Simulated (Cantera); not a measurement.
A closed system holds: 1 mol CCl₄, 0.55 mol Si, 2.5 mol H₂, held at 41.0 Pa.

Method: chemical equilibrium by Gibbs-energy minimisation in Cantera with the NASA 1993 tables (ideal gas, pure condensed phases). Candidate condensed phases: C, C₆H₆, C₇H₈, C₈H₁₈, Si, SiC; 109 gas species. The tables' values for SiCl₃ are old estimates; treat these amounts as uncertain. The numbers say what is thermodynamically allowed, not how fast it happens. All values below are at 1223 K.

Base state: HCl 0.717, H₂ 0.223, SiCl₄ 0.0418, SiCl₂ 0.0109, SiCl₃ 0.00755, SiHCl₃ 0.000401, Cl 1.94e-5 (mole fractions); condensed: C(graphite) + SiC(s).

### Question
What changes in the equilibrium state with this change: H₂ from 2.5 to 6 mol?

### Answer
```csv
species,before,after
H₂,0.223,0.508
HCl,0.717,0.488
SiCl₂,0.0109,0.00220
SiCl₄,0.0418,0.00172
SiCl₃,0.00755,0.000689
SiHCl₃,0.000401,5.53e-5
Cl,1.94e-5,8.75e-6
"C(graphite), mol",0.711,0.487
"SiC(s), mol",0.289,0.513
```
